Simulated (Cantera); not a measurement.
A closed system holds: 1 mol Si, 2 mol Cl₂, 5.8 mol H₂, at 527 °C and 670000 Pa.

Method: chemical equilibrium by Gibbs-energy minimisation in Cantera with the NASA 1993 tables (ideal gas, pure condensed phases). Candidate condensed phases: Si; 19 gas species. Kinetics and transport are ignored.

Base state: H₂ 0.843, SiCl₄ 0.137, HCl 0.0103, SiHCl₃ 0.0101, SiH₂Cl₂ 6.08e-5 (mole fractions); condensed: gas only.

Problem. What changes in the equilibrium state with this change: Cl₂ from 2 to 0.57 mol?

Solution. 
| species | before | after |
|---|---|---|
| H₂ | 0.843 | 0.943 |
| SiHCl₃ | 0.0101 | 0.0313 |
| SiCl₄ | 0.137 | 0.0218 |
| HCl | 0.0103 | 0.000592 |
| SiH₃Cl | 8.40e-8 | 9.78e-5 |
| SiH₂Cl₂ | 6.08e-5 | 0.00365 |
| Si(s), mol | 0 | 0.657 |
